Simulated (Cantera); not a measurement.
Input (Python, Cantera) and output of one run.

```python
import numpy as np
import cantera as ct

gas_names = """
    Electron H H+ H- H2 H2+ H2- N N+ N- NH NH+ NH2 NH3 NH4+ N2 N2+ N2- N2H2 N2H4 Si Si+ SiH SiH+ SiH2
    SiH3 SiH4 SiN Si2 Si2N Si3
""".split()
cond_names = """
    Si(cr) Si(L) Si3N4(a)
""".split()


def load(file, names, dense=False):
    # The tables refer to 1 bar. Condensed volumes are neglected.
    table = {s.name: s for s in ct.Species.list_from_file(file)}
    out = []
    for n in names:
        d = dict(table[n].input_data)
        d["thermo"] = dict(d["thermo"], **{"reference-pressure": 1e5})
        if dense:
            d["equation-of-state"] = {"model": "constant-volume", "density": "1e6 g/cm^3"}
        out.append(ct.Species.from_dict(d))
    return out


gas = ct.Solution(thermo="ideal-gas", species=load("nasa_gas.yaml", gas_names))
cond = {s.name: ct.Solution(thermo="fixed-stoichiometry", species=[s], name=s.name)
        for s in load("nasa_condensed.yaml", cond_names, dense=True)}
atoms = {
    'Si3N4': {'Si': 3, 'N': 4},
    'H2': {'H': 2},
    'Si': {'Si': 1},
}
top_T = {'Si3N4(a)': 2400}  # K; cautious upper limits of use, not melting points


def equilibrate(T, P, feed):
    n = {}
    for name, mol in feed.items():
        for a, k in atoms[name].items():
            n[a] = n.get(a, 0.0) + k * mol
    gas.TPX = T, P, n
    mass = sum(n.values()) * gas.mean_molecular_weight
    gas.equilibrate("TP")
    valid = [c for c in cond.values() if c.min_temp <= T <= top_T.get(c.name, c.max_temp)]
    mix = ct.Mixture([(gas, mass / gas.mean_molecular_weight)] + [(c, 0.0) for c in valid])
    mix.T, mix.P = T, P
    mix.equilibrate("TP", solver="vcs", rtol=1e-11, max_steps=5000)
    return mix


results = []
feed = {'Si3N4': 1, 'H2': 0.018, 'Si': 0.008}  # mol
P = 6400  # Pa
for T in [3000, 3500, 4000, 4500, 5000]:
    mix = equilibrate(T, P, feed)
    results.append((T, P, feed, dict(zip(mix.species_names, mix.species_moles))))
    x = sorted(zip(gas.X, gas.species_names), reverse=True)
    print(f"T = {T:g} K  P = {P:g} Pa  gas = {mix.phase_moles(0):.4g} mol")
    print("   x: " + "  ".join(f"{s} {v:.3e}" for v, s in x if v > 1e-05))
    print("   condensed (mol): " + ("  ".join(f"{mix.phase(i).name} {mix.phase_moles(i):.4g}"
          for i in range(1, mix.n_phases) if mix.phase_moles(i) > 1e-12) or "none"))
```

It prints:

```
T = 3000 K  P = 6400 Pa  gas = 4.968 mol
   x: Si 5.769e-01  N2 3.995e-01  Si2 9.773e-03  H 6.788e-03  SiN 4.980e-03  Si2N 1.143e-03  Si3 4.969e-04  SiH 2.217e-04  H2 1.183e-04  N 3.479e-05
   condensed (mol): none
T = 3500 K  P = 6400 Pa  gas = 5.028 mol
   x: Si 5.913e-01  N2 3.958e-01  H 7.101e-03  SiN 3.281e-03  Si2 1.698e-03  N 5.510e-04  Electron 7.148e-05  Si+ 7.147e-05  Si2N 6.698e-05  SiH 3.997e-05
   condensed (mol): none
T = 4000 K  P = 6400 Pa  gas = 5.049 mol
   x: Si 5.920e-01  N2 3.927e-01  H 7.117e-03  N 4.397e-03  SiN 2.372e-03  Electron 4.545e-04  Si+ 4.545e-04  Si2 4.378e-04  SiH 1.043e-05
   condensed (mol): none
T = 4500 K  P = 6400 Pa  gas = 5.104 mol
   x: Si 5.853e-01  N2 3.799e-01  N 2.193e-02  H 7.048e-03  Si+ 1.933e-03  Electron 1.933e-03  SiN 1.803e-03  Si2 1.479e-04
   condensed (mol): none
T = 5000 K  P = 6400 Pa  gas = 5.274 mol
   x: Si 5.627e-01  N2 3.403e-01  N 7.645e-02  H 6.824e-03  Si+ 6.141e-03  Electron 6.141e-03  SiN 1.351e-03  Si2 5.817e-05
   condensed (mol): none
```

Cantera equilibrium calculation (NASA polynomials, part measured and part estimated; ideal gas, pure solids and liquids). The tables' values for SiN are old estimates; treat these amounts as uncertain.
